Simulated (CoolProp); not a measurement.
R1234yf along the isotherm 35.85 °C: fugacity coefficient from the reference equation and from simpler models built on Tc = 94.7 °C, pc = 3384 kPa, ω = 0.276; each cubic takes its own stable root.

Model: reference Helmholtz-energy equation of state, Lemmon 2022, in CoolProp.

| p (kPa) | phase | reference | van der Waals | Soave-Redlich-Kwong |
|---|---|---|---|---|
| 1540 | liquid | 0.5053 | 0.7940 | 0.5210 |
| 3080 | liquid | ___ | 0.4561 | ___ |
| 4620 | liquid | 0.1914 | 0.3373 | 0.2010 |
| 6150 | liquid | 0.1531 | 0.2800 | 0.1620 |
| 7690 | liquid | 0.1303 | 0.2471 | ___ |
| 9230 | liquid | 0.1155 | 0.2268 | 0.1240 |
| 10800 | liquid | 0.1050 | 0.2135 | 0.1136 |
| 12300 | liquid | 0.09786 | ___ | 0.1065 |
| 13800 | liquid | 0.09251 | 0.2003 | 0.1013 |
| 15400 | liquid | 0.08824 | ___ | 0.09727 |
| 16900 | liquid | 0.08522 | 0.1965 | 0.09448 |

### Question
Fill in the missing entries.

### Answer

- 3080, reference: 0.2694
- 3080, Soave-Redlich-Kwong: 0.2805
- 7690, Soave-Redlich-Kwong: 0.1390
- 12300, van der Waals: 0.2054
- 15400, van der Waals: 0.1974

At some of these states van der Waals gives the other phase, because its saturation line lies elsewhere.
